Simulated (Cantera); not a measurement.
A closed system holds: 1 mol Si, 3.4 mol SF6, held at 925 °C and 1000 Pa.

These are equilibrium values from Cantera (NASA tables, ideal gas, pure condensed phases), not measurements of a reactor. Candidate condensed phases: S, Si; 21 gas species. The tables' values for SF3, SF5 are old estimates; treat these amounts as uncertain. Rates play no part.

Base state: SF4 0.450, SF6 0.318, SiF4 0.227, SF3 0.00226, F 0.00152, SF2 0.000340, SF5 0.000308 (mole fractions); condensed: gas only.

Task: What changes in the equilibrium state with this change: temperature from 925 °C to 1000 °C?

Result: 
| species | before | after |
|---|---|---|
| SF4 | 0.450 | 0.450 |
| SF6 | 0.318 | 0.312 |
| SiF4 | 0.227 | 0.225 |
| F | 0.00152 | 0.00939 |
| SF5 | 0.000308 | 0.000503 |
| SF3 | 0.00226 | 0.00272 |
| SF2 | 0.000340 | 0.000356 |

Task: What changes in the equilibrium state with this change: temperature from 925 °C to 1102 °C?

Result: 
```tsv
species	before	after
SF4	0.450	0.451
SF6	0.318	0.259
SiF4	0.227	0.210
F	0.00152	0.0747
F2	8.95e-8	2.53e-5
SF5	0.000308	0.000831
```
